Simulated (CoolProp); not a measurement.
The fluid at 541.7 K and 4 MPa flows at 0.39 m/s in a round tube of 2 mm bore and 0.25 µm roughness, fully developed (64/Re and Nu = 3.66 if laminar; Colebrook and Gnielinski if turbulent). The same conditions are run with several fluids, on thermodynamics alone (safety and materials aside).

The numbers come from the reference Helmholtz-energy equation of state of each fluid (carbon dioxide: Span 1996; oxygen: Schmidt 1985; methane: Setzmann 1991; ethane: Bücker 2006) in CoolProp.

| fluid | Reynolds number | Darcy friction factor | pressure drop (Pa/m) | heat-transfer coefficient (W/(m² K)) | mass flow (kg/h) |
|---|---|---|---|---|---|
| carbon dioxide | 1190 | 0.0539 | 81.6 | 69.0 | 0.176 |
| oxygen | (withheld) | (withheld) | (withheld) | (withheld) | 0.124 |
| methane | (withheld) | (withheld) | 57.6 | 143 | 0.0626 |
| ethane | (withheld) | 0.0494 | 51.9 | 116 | (withheld) |

Q: What belongs in the gaps?

A: 
- oxygen, Reynolds number: 668
- oxygen, Darcy friction factor: 0.0958
- oxygen, pressure drop (Pa/m): 103
- oxygen, heat-transfer coefficient (W/(m² K)): 82.0
- methane, Reynolds number: 600
- methane, Darcy friction factor: 0.107
- ethane, Reynolds number: 1290
- ethane, mass flow (kg/h): 0.122

Above 300 K oxygen's equation is extrapolated.

Transport values come from each fluid's own correlations.
